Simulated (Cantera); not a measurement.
A closed system holds: 1 mol CuO, 0.94 mol C, 5.2 mol H₂, held at 1552 °C and 1280 Torr.

Method: chemical equilibrium by Gibbs-energy minimisation in Cantera with the NASA 1993 tables (ideal gas, pure condensed phases). Candidate condensed phases: C, C₆H₆, C₇H₈, C₈H₁₈, Cu, CuO, Cu(OH)₂, Cu₂O, H₂O; 113 gas species. Kinetics and transport are ignored.

Base state: H₂ 0.837, CO 0.153, H₂O 0.00934, CO₂ 0.000434, Cu 0.000424, H 0.000309 (mole fractions); condensed: Cu(l).

**Question.** What changes in the equilibrium state with this change: 0.45 mol CH₄ added?

**Answer.** 
| species | before | after |
|---|---|---|
| H₂ | 0.837 | 0.857 |
| CO | 0.153 | 0.141 |
| CH₄ | 4.95e-6 | 0.000886 |
| H₂O | 0.00934 | 5.18e-5 |
| Cu | 0.000424 | 0.000424 |
| C₂H₂ (acetylene) | 6.18e-9 | 0.000184 |
| CO₂ | 0.000434 | 2.17e-6 |
| H | 0.000309 | 0.000313 |
| Cu(l), mol | 0.997 | 0.997 |
| C(graphite), mol | 0 | 0.381 |
